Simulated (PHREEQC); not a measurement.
A column of 0.5 m (40 cells, dispersivity 0.025 m, 3600 s a shift, diffusion coefficient 3e-10 m²/s) holds 0.0017 eq of the database's cation exchanger X per kg of pore water, first in equilibrium with 0.00047 mol KBr, 0.00035 mol Na2SO4 and 1e-05 mol HCl per kg of water. It is flushed with 0.00058 mol/kgw (NH4)2SO4, 0.0014 mol/kgw NH4Cl and 1e-05 mol/kgw HCl, at 25 °C. Values are for the last cell. No CO2 enters from the air. No solid was allowed to form.

All values are PHREEQC results (ion-association model, phreeqc.dat), not measurements.

Task: Predict NH4 in solution (mol/kgw) at pore volumes = 0, 1.512, 3.513.

Result: 
| pore volumes | NH4 in solution (mol/kgw) |
|---|---|
| 0 | 0 |
| 1.512 | 0.00120 |
| 3.513 | 0.00254 |
